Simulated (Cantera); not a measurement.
Input: 1 mol SiO2, 0.0041 mol C, 4.7 mol H2, 0.002 mol Si, held at 1873 K and 940 Pa.

These are equilibrium values from Cantera (NASA tables, ideal gas, pure condensed phases), not measurements of a reactor. Candidate condensed phases: C, C6H6, C7H8, C8H18, H2O, Si, SiC, SiO2; 123 gas species. The tables hold silica as quartz up to 1696 K and as liquid above; real silica turns to tridymite and cristobalite and melts near 1996 K. Kinetics and transport are ignored.

### Question
What is the equilibrium state?

### Answer
| Quantity | Result |
|---|---|
| x(H2) | 0.934 |
| x(SiO) | 0.0301 |
| x(H2O) | 0.0284 |
| x(H) | 0.00643 |
| x(CO) | 0.000836 |
| x(OH) | 1.52e-5 |
| x(CO2) | 6.19e-6 |
| x(SiO2) | 2.61e-6 |
| n(SiO2(condensed)) | 0.856 mol |
| gas amount | 4.866 mol |
| log10 activity of Si(l) (absent) | -5.04 |
| log10 activity of C(graphite) (absent) | -7.28 |
